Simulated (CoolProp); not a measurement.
Octamethylcyclotetrasiloxane (D4) along the isobar 867 kPa: Z from the reference equation and from simpler models built on Tc = 586.5 K, pc = 1347 kPa, ω = 0.598; each cubic takes its own stable root.

The numbers come from the reference Helmholtz-energy equation of state, Thol 2015 in CoolProp.

| T (K) | phase | reference | van der Waals | Redlich-Kwong | Soave-Redlich-Kwong | Peng-Robinson |
|---|---|---|---|---|---|---|
| 348.6 | liquid | 0.09922 | 0.1727 | (withheld) | 0.1104 | 0.09812 |
| 387.4 | liquid | 0.09413 | 0.1625 | 0.1120 | 0.1037 | 0.09201 |
| 426.2 | liquid | 0.09075 | 0.1558 | 0.1086 | 0.09958 | 0.08818 |
| 464.9 | liquid | 0.08907 | (withheld) | 0.1081 | 0.09816 | 0.08677 |
| 503.7 | liquid | (withheld) | (withheld) | 0.1116 | 0.1005 | 0.08872 |
| 542.5 | liquid | 0.09421 | 0.6800 | 0.1253 | 0.1110 | 0.09819 |
| 581.2 | gas | 0.7043 | 0.7540 | 0.7234 | 0.7191 | (withheld) |
| 620 | gas | (withheld) | (withheld) | 0.7866 | 0.8046 | 0.7835 |

Question: What belongs in the gaps?

Answer: 
- 348.6, Redlich-Kwong: 0.1179
- 464.9, van der Waals: 0.1527
- 503.7, reference: 0.08952
- 503.7, van der Waals: 0.1548
- 581.2, Peng-Robinson: 0.6967
- 620, reference: 0.7927
- 620, van der Waals: 0.8019

At some of these states van der Waals gives the other phase, because its saturation line lies elsewhere.
